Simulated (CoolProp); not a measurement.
Vapour-liquid equilibrium of methanol (1) + water (2) at 154 kPa; x and y are mole fractions of (1).

Model: multi-fluid Helmholtz-energy mixture model, de Reuck 1993 and Wagner 2002; pair parameters Bell 2016, in CoolProp.

```json
[
 {"x": "0.05", "bubble temperature (K)": "380.2", "y at the bubble point": "0.191", "dew temperature at overall composition x (K)": "384.0", "liquid density (mol/L)": "50.16"},
 {"x": "0.15", "bubble temperature (K)": "372.6", "y at the bubble point": "0.432", "dew temperature at overall composition x (K)": "381.3", "liquid density (mol/L)": "45.57"},
 {"x": "0.25", "bubble temperature (K)": "367.3", "y at the bubble point": "0.578", "dew temperature at overall composition x (K)": "378.4", "liquid density (mol/L)": "41.55"},
 {"x": "0.35", "bubble temperature (K)": "363.2", "y at the bubble point": "0.675", "dew temperature at overall composition x (K)": "375.4", "liquid density (mol/L)": "38.02"},
 {"x": "0.45", "bubble temperature (K)": "360.0", "y at the bubble point": "0.746", "dew temperature at overall composition x (K)": "372.0", "liquid density (mol/L)": "34.91"},
 {"x": "0.55", "bubble temperature (K)": "357.4", "y at the bubble point": "0.803", "dew temperature at overall composition x (K)": "368.3", "liquid density (mol/L)": "32.15"},
 {"x": "0.65", "bubble temperature (K)": "355.1", "y at the bubble point": "0.851", "dew temperature at overall composition x (K)": "364.3", "liquid density (mol/L)": "29.70"},
 {"x": "0.75", "bubble temperature (K)": "353.1", "y at the bubble point": "0.895", "dew temperature at overall composition x (K)": "359.9", "liquid density (mol/L)": "27.52"},
 {"x": "0.85", "bubble temperature (K)": "351.3", "y at the bubble point": "0.937", "dew temperature at overall composition x (K)": "355.2", "liquid density (mol/L)": "25.57"},
 {"x": "0.95", "bubble temperature (K)": "349.5", "y at the bubble point": "0.979", "dew temperature at overall composition x (K)": "350.7", "liquid density (mol/L)": "23.82"}
]
```

No azeotrope shows between x = 0.05 and 0.95.

Pair parameters are fitted to limited data, so mixtures are less certain than the pure fluids.
